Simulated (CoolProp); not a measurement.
Vapour-liquid equilibrium of propane (1) + isohexane (2) at 269.4 K; x and y are mole fractions of (1).

Values from CoolProp's multi-fluid Helmholtz-energy mixture model, Lemmon 2009 and Lemmon 2006; pair parameters Bell 2016.

| x | bubble pressure, mixture model (MPa) | bubble pressure, Raoult's law (MPa) | y, mixture model | y, Raoult's law |
|---|---|---|---|---|
| 0.05 | ? | 0.02813 | 0.751 | 0.751 |
| 0.2 | 0.09116 | 0.09038 | ? | 0.935 |
| 0.35 | 0.1526 | 0.1526 | ? | 0.969 |
| 0.5 | ? | 0.2149 | 0.979 | 0.983 |
| 0.65 | ? | 0.2771 | 0.988 | 0.991 |
| 0.8 | 0.3350 | 0.3394 | ? | 0.996 |
| 0.95 | ? | 0.4017 | 0.999 | 0.999 |

Task: Some entries are withheld; supply them.

Result: 
- 0.05, bubble pressure, mixture model (MPa): 0.02854
- 0.2, y, mixture model: 0.931
- 0.35, y, mixture model: 0.965
- 0.5, bubble pressure, mixture model (MPa): 0.2132
- 0.65, bubble pressure, mixture model (MPa): 0.2736
- 0.8, y, mixture model: 0.994
- 0.95, bubble pressure, mixture model (MPa): 0.3996

The largest gap from Raoult's law is +1.5 % in bubble pressure, at x = 0.05. No azeotrope shows between x = 0.05 and 0.95.

The pair parameters rest on a limited set of measurements; away from them the model extrapolates. The gap from Raoult's law changes sign with composition, which may be real or a fault of the pair parameters; it wasn't checked against measurements.
